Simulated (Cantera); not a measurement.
A Cantera script and what it prints.

```python
import numpy as np
import cantera as ct

gas_names = """
    Fe FeO Fe(OH)2 H HNO HNO2 HNO3 HO2 H2 H2O H2O2 H2S H2SO4 N NH NH2 NH3 NH2OH NO NO2 NO3 N2 N2H2 N2H4
    N2O O OH O2 O3 S SH SN SO SO2 SO3 S2 S2O S8
""".split()
cond_names = """
    Fe(a) Fe(c) Fe(d) Fe(L) FeO(s) FeO(L) Fe(OH)2(s) Fe(OH)3(s) FeS(a) FeS(b) FeS(c) FeS(L) FeSO4(s)
    FeS2(s) Fe2O3(s) Fe2S3O12(s) Fe3O4(s) H2O(s) H2O(L) H2SO4(L) S(cr1) S(cr2) S(L)
""".split()


def load(file, names, dense=False):
    # The tables refer to 1 bar. Condensed volumes are neglected.
    table = {s.name: s for s in ct.Species.list_from_file(file)}
    out = []
    for n in names:
        d = dict(table[n].input_data)
        d["thermo"] = dict(d["thermo"], **{"reference-pressure": 1e5})
        if dense:
            d["equation-of-state"] = {"model": "constant-volume", "density": "1e6 g/cm^3"}
        out.append(ct.Species.from_dict(d))
    return out


gas = ct.Solution(thermo="ideal-gas", species=load("nasa_gas.yaml", gas_names))
cond = {s.name: ct.Solution(thermo="fixed-stoichiometry", species=[s], name=s.name)
        for s in load("nasa_condensed.yaml", cond_names, dense=True)}
atoms = {
    'Fe2O3': {'Fe': 2, 'O': 3},
    'H2S': {'H': 2, 'S': 1},
    'N2': {'N': 2},
}
top_T = {'FeSO4(s)': 950, 'FeS2(s)': 1010, 'Fe2O3(s)': 1830, 'Fe2S3O12(s)': 1100, 'Fe3O4(s)': 1870}  # K; cautious upper limits of use, not melting points


def equilibrate(T, P, feed):
    n = {}
    for name, mol in feed.items():
        for a, k in atoms[name].items():
            n[a] = n.get(a, 0.0) + k * mol
    gas.TPX = T, P, n
    mass = sum(n.values()) * gas.mean_molecular_weight
    gas.equilibrate("TP")
    valid = [c for c in cond.values() if c.min_temp <= T <= top_T.get(c.name, c.max_temp)]
    mix = ct.Mixture([(gas, mass / gas.mean_molecular_weight)] + [(c, 0.0) for c in valid])
    mix.T, mix.P = T, P
    mix.equilibrate("TP", solver="vcs", rtol=1e-11, max_steps=5000)
    return mix


results = []
feed = {'Fe2O3': 1, 'H2S': 0.96, 'N2': 0.96}  # mol
T = 1448.15  # K
P = 13332.2  # Pa
mix = equilibrate(T, P, feed)
results.append((T, P, feed, dict(zip(mix.species_names, mix.species_moles))))
x = sorted(zip(gas.X, gas.species_names), reverse=True)
print(f"T = {T:g} K  P = {P:g} Pa  gas = {mix.phase_moles(0):.4g} mol")
print("   x: " + "  ".join(f"{s} {v:.3e}" for v, s in x if v > 1e-06))
print("   condensed (mol): " + ("  ".join(f"{mix.phase(i).name} {mix.phase_moles(i):.4g}"
      for i in range(1, mix.n_phases) if mix.phase_moles(i) > 1e-12) or "none"))
```

It prints:

```
T = 1448.15 K  P = 13332.2 Pa  gas = 2.319 mol
   x: N2 4.141e-01  H2O 3.696e-01  SO2 1.186e-01  S2 5.026e-02  H2 3.189e-02  H2S 1.230e-02  SO 1.637e-03  S2O 1.116e-03  SH 5.241e-04  S 1.340e-05  H 4.516e-06  Fe(OH)2 3.437e-06  OH 1.247e-06
   condensed (mol): FeO(s) 1.587  FeS(c) 0.4132
```

Cantera equilibrium calculation (NASA polynomials, part measured and part estimated; ideal gas, pure solids and liquids). Metal and sulfide melt together well below either melting point, which pure phases cannot show. Mutual solubility and eutectic melting of coexisting phases are not modelled. The tables' stoichiometric FeO is somewhat more stable than real wüstite, so its field is too wide. FeO, FeS: taken at fixed stoichiometry.
